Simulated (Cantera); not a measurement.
Input: 1 mol Si₂H₆, 0.0067 mol Cl₂, 14 mol H₂, equilibrated at 923.15 K and 26000 Pa.

Method: chemical equilibrium by Gibbs-energy minimisation in Cantera with the NASA 1993 tables (ideal gas, pure condensed phases). Candidate condensed phases: Si; 19 gas species. The feed counts by its element totals alone. Equilibrium is a limit: real reactors are often held back by kinetics, nucleation or transport.

Base state: H₂ 0.999, HCl 0.000676, SiHCl₃ 2.27e-5, SiH₂Cl₂ 1.17e-5 (mole fractions); condensed: Si(s).

Question: What changes in the equilibrium state with this change: Cl₂ from 0.0067 to 0.35 mol?

Answer: 
```tsv
species	before	after
H₂	0.999	0.985
SiCl₄	4.29e-6	0.00538
SiHCl₃	2.27e-5	0.00474
SiCl₃	2.65e-7	5.58e-5
SiCl₂	6.57e-7	2.33e-5
Si(s), mol	2.00	1.82
```
The tables' values for SiCl₃ are old estimates; treat these amounts as uncertain.
